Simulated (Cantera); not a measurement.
A Cantera script and its output.

```python
import numpy as np
import cantera as ct

gas = ct.Solution("gri30.yaml")
gas.TPX = 348, 500000, {'CH3OH': 1, 'O2': 3.26, 'N2': 12.3, 'CO2': 0.8}
inlet = ct.Reservoir(gas, clone=True)
gas.equilibrate("HP")  # start burning
reactor = ct.IdealGasConstPressureReactor(gas, energy="on", clone=False)
exhaust = ct.Reservoir(gas, clone=True)
tau = [0.25, 0.12, 0.059, 0.028, 0.014, 0.0066, 0.0032, 0.0015, 0.00074, 0.00036, 0.00017, 8.4e-05][0]
for a, b in ((inlet, reactor), (reactor, exhaust)):
    ct.MassFlowController(a, b, mdot=lambda t: reactor.mass / tau)
net = ct.ReactorNet([reactor])
show = ['CH3OH', 'O2', 'CO2', 'C2H6', 'H2', 'C2H4', 'HCO']

rows = []
print(f"{'tau/s':>10s}{'T/K':>9s}" + "".join(f"{s:>11s}" for s in show))
for tau in [0.25, 0.12, 0.059, 0.028, 0.014, 0.0066, 0.0032, 0.0015, 0.00074, 0.00036, 0.00017, 8.4e-05]:
    net.initial_time = 0.0
    net.advance(30 * tau)
    before = gas.X
    net.advance(40 * tau)
    drift = np.max(np.abs(gas.X - before) / (gas.X + 1e-9))
    rows.append([gas.T, *gas[show].X, drift])
    print(f"{tau:10.3e}{gas.T:9.1f}" + "".join(f"{x:11.3e}" for x in gas[show].X))
```

It prints:

```
     tau/s      T/K      CH3OH         O2        CO2       C2H6         H2       C2H4        HCO
 2.500e-01   1426.1  1.094e-05  9.873e-02  1.004e-01  1.084e-13  9.687e-06  4.482e-13  2.998e-09
 1.200e-01   1422.9  2.213e-05  9.893e-02  9.993e-02  3.014e-13  1.963e-05  1.196e-12  6.248e-09
 5.900e-02   1416.4  4.485e-05  9.933e-02  9.908e-02  7.423e-13  4.075e-05  2.756e-12  1.272e-08
 2.800e-02   1401.1  1.010e-04  1.003e-01  9.707e-02  1.737e-12  9.733e-05  5.788e-12  2.681e-08
 1.400e-02   1361.5  2.770e-04  1.028e-01  9.201e-02  3.409e-12  2.999e-04  9.911e-12  5.353e-08
 6.600e-03    348.0  5.760e-02  1.878e-01  4.608e-02  2.279e-28  8.051e-19  1.398e-27  1.134e-42
 3.200e-03    348.0  5.760e-02  1.878e-01  4.608e-02  7.829e-30  2.766e-20  4.802e-29  1.964e-44
 1.500e-03    348.0  5.760e-02  1.878e-01  4.608e-02  4.945e-31  1.747e-21  3.033e-30  1.240e-45
 7.400e-04    348.0  5.760e-02  1.878e-01  4.608e-02  3.124e-32  1.104e-22  1.916e-31  7.834e-47
 3.600e-04    348.0  5.760e-02  1.878e-01  4.608e-02  1.973e-33  6.972e-24  1.210e-32  4.949e-48
 1.700e-04    348.0  5.760e-02  1.878e-01  4.608e-02  1.246e-34  4.404e-25  7.645e-34  3.126e-49
 8.400e-05    348.0  5.760e-02  1.878e-01  4.608e-02  7.873e-36  2.782e-26  4.829e-35  1.975e-50
```

Detailed kinetics in Cantera: GRI-Mech 3.0 (53 species, 325 reactions). GRI-Mech 3.0 was tuned for natural gas; its chemistry of methanol as a main component is partial and can be far from experiment.
